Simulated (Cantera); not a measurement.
A perfectly stirred reactor is fed with N₂O : O₂ : N₂ = 1 : 0.17 : 0.0089 (molar parts), at 101000 Pa; it is held at 1300 K, and followed from long to short residence time.

Detailed kinetics in Cantera: GRI-Mech 3.0 (53 species, 325 reactions). GRI-Mech 3.0 was tuned for natural gas; its chemistry of N2O as a main component is partial and can be far from experiment. The mechanism lacks the step 2 NO + O2 → 2 NO2, which can matter for NO2 below about 1400 K. The temperature is held fixed by assumption; the heat of reaction is taken as removed at once.

x: mole fraction; the columns are a selection and need not sum to one.

| τ (s) | x N₂O | x O₂ | x NO | x NO₂ | x O | x N₂ |
|---|---|---|---|---|---|---|
| 1.3 | 0.149 | 0.330 | 0.0479 | 0.000460 | 3.58e-6 | 0.473 |
| 0.55 | (withheld) | (withheld) | 0.0470 | 0.000445 | (withheld) | (withheld) |
| 0.24 | 0.418 | 0.254 | 0.0388 | 0.000362 | 5.59e-6 | 0.289 |
| 0.11 | 0.567 | 0.215 | 0.0271 | 0.000248 | 6.28e-6 | 0.191 |
| 0.047 | 0.696 | 0.182 | 0.0153 | 0.000134 | 6.76e-6 | 0.107 |
| 0.021 | 0.771 | 0.163 | 0.00785 | 6.35e-5 | 7.01e-6 | 0.0575 |
| 0.0092 | 0.812 | 0.153 | (withheld) | (withheld) | 7.13e-6 | (withheld) |
| 0.0041 | 0.832 | 0.148 | 0.00170 | 8.72e-6 | 7.17e-6 | 0.0182 |
| 0.0018 | 0.841 | 0.146 | 0.000756 | 2.45e-6 | 7.19e-6 | 0.0123 |
| 0.00079 | 0.845 | 0.145 | 0.000333 | 5.87e-7 | 7.17e-6 | 0.00963 |
| 0.00035 | 0.847 | 0.145 | 0.000147 | 1.27e-7 | 7.12e-6 | 0.00847 |

Q: Some entries are withheld; supply them.

A: 
- 0.55, x N₂O: 0.267
- 0.55, x O₂: 0.295
- 0.55, x O: 4.64e-6
- 0.55, x N₂: 0.391
- 0.0092, x NO: 0.00369
- 0.0092, x NO₂: 2.53e-5
- 0.0092, x N₂: 0.0308
